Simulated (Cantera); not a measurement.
Source: NASA polynomial tables (part measured, part estimated), evaluated in Cantera. Values are per mole of reaction as written; species without (g) are pure solids or liquids, kept so even where they would boil at 1 bar.

2 HCl(g) + 2 O(g) + Sr(OH)2 = SrCl2 + 4 OH(g), with ΔH° = -16.3 kJ and ΔS° = 56.9 J/K at 300 K.

Question: How far is the shortcut ΔG° ≈ ΔH°(300 K) − T·ΔS°(300 K) from the full temperature-dependent value at 975, 1175, 1375, 1575, 1775, 1975, 2175 K?

Answer: 
```csv
T (K),shortcut (kJ),full (kJ),difference (kJ),difference in log10 K,condensed phases
975,-71.7,-65.8,-6.0,0.32,"Sr(OH)2(l), SrCl2(s)"
1175,-83.1,-70.1,-13.0,0.58,"Sr(OH)2(l), SrCl2(l)"
1375,-94.5,-76.1,-18.4,0.70,"Sr(OH)2(l), SrCl2(l)"
1575,-105.9,-81.1,-24.7,0.82,"Sr(OH)2(l), SrCl2(l)"
1775,-117.3,-85.4,-31.8,0.94,"Sr(OH)2(l), SrCl2(l)"
1975,-128.6,-89.1,-39.6,1.05,"Sr(OH)2(l), SrCl2(l)"
2175,-140.0,-92.1,-47.9,1.15,"Sr(OH)2(l), SrCl2(l)"
```
The shortcut ignores heat capacities and the phase changes listed.
